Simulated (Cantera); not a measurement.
**Adiabatic ignition**

An adiabatic, constant-volume homogeneous reactor starts with CH4 : O2 : N2 : H2O = 1 : 2.47 : 9.28 : 0.53 (molar parts), at 975 K and 10.0 bar.

Computed with Cantera and GRI-Mech 3.0 (53 species, 325 reactions). Below about 1000 K GRI-Mech 3.0 lacks low-temperature oxidation paths.

```tsv
t (s)	T (K)	P (bar)	x CH4	x O2	x H2O	x CH3	x HO2	x H2O2
4.00e-6	975	10.0	0.0753	0.186	0.0399	1.33e-10	1.33e-10	<1e-12
1.12e-5	975	10.0	0.0753	0.186	0.0399	3.73e-10	3.71e-10	<1e-12
3.12e-5	975	10.0	0.0753	0.186	0.0399	1.05e-9	1.03e-9	6.01e-12
8.71e-5	975	10.0	0.0753	0.186	0.0399	2.96e-9	2.86e-9	4.65e-11
0.000243	975	10.0	0.0753	0.186	0.0399	8.60e-9	7.84e-9	3.49e-10
0.000679	975	10.0	0.0753	0.186	0.0399	2.66e-8	2.07e-8	2.46e-9
0.00190	975	10.0	0.0753	0.186	0.0399	8.99e-8	5.08e-8	1.49e-8
0.00529	975	10.0	0.0753	0.186	0.0399	2.20e-7	1.06e-7	6.25e-8
0.0148	975	10.0	0.0753	0.186	0.0399	3.07e-7	1.84e-7	1.50e-7
0.0413	975	10.0	0.0752	0.186	0.0400	4.82e-7	4.78e-7	4.76e-7
0.115	999	10.3	0.0730	0.184	0.0425	3.86e-6	1.36e-5	5.98e-5
0.322	2702	27.9	<1e-12	0.0315	0.181	<1e-12	1.73e-5	1.79e-6
0.898	2702	27.9	<1e-12	0.0315	0.181	<1e-12	1.73e-5	1.79e-6
2.51	2702	27.9	<1e-12	0.0315	0.181	<1e-12	1.73e-5	1.79e-6
7.00	2702	27.9	<1e-12	0.0315	0.181	<1e-12	1.73e-5	1.79e-6
```
x: mole fraction; the columns are a selection and need not sum to one.

The time of steepest temperature rise is 0.121 s and the temperature at 7.00 s is 2702 K. The equilibrium temperature comes out as 2702 K, the x(CH4) at 7.00 s is <1e-12 (gas-phase equilibrium <1e-12) and the x(O2) at 7.00 s is 0.0315 (gas-phase equilibrium 0.0315). The x(H2O) at 7.00 s is 0.181 (gas-phase equilibrium 0.181).
